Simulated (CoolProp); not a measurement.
Hexamethyldisiloxane (MM) along the isotherm 492.6 K: Z from the reference equation and from simpler models built on Tc = 518.7 K, pc = 1.931 MPa, ω = 0.418; each cubic takes its own stable root.

Values from CoolProp's reference Helmholtz-energy equation of state, Thol 2016.

| p (MPa) | phase | reference |
|---|---|---|
| 0.0611 | gas | 0.9863 |
| 0.109 | gas | 0.9754 |
| 0.193 | gas | 0.9558 |
| 0.343 | gas | 0.9192 |
| 0.611 | gas | 0.8477 |
| 1.09 | gas | 0.6859 |
| 1.93 | liquid | 0.1548 |
| 3.43 | liquid | 0.2614 |
| 6.11 | liquid | 0.4420 |
| 10.9 | liquid | 0.7463 |
| 19.3 | liquid | 1.247 |

Q: How far does each simpler model (Redlich-Kwong, Soave-Redlich-Kwong, Peng-Robinson) lie from the reference over these 11 states: mean and median of the absolute difference, and the worst?

A: 
- Redlich-Kwong: mean 5.8 %, median 2.4 %, worst +23.3 % at 492.6 K and 1.93 MPa
- Soave-Redlich-Kwong: mean 4.1 %, median 1.6 %, worst +16.2 % at 492.6 K and 1.93 MPa
- Peng-Robinson: mean 2.3 %, median 0.5 %, worst -8.8 % at 492.6 K and 19.3 MPa
